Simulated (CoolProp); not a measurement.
Model: reference Helmholtz-energy equation of state, Lemmon 2005, in CoolProp.

Question: For R125, give the phase and the Joule-Thomson coefficient (K/MPa), conductivity (mW/(m K)) at 246.6 K and 9180 kPa; 228.9 K and 10.6 kPa.

Answer: 
- 246.6 K and 9180 kPa: liquid; Joule-Thomson coefficient -0.254, conductivity 86.9
- 228.9 K and 10.6 kPa: gas; Joule-Thomson coefficient 33.1, conductivity 9.00

Thermal conductivity comes from a separate model (Perkins 2006).
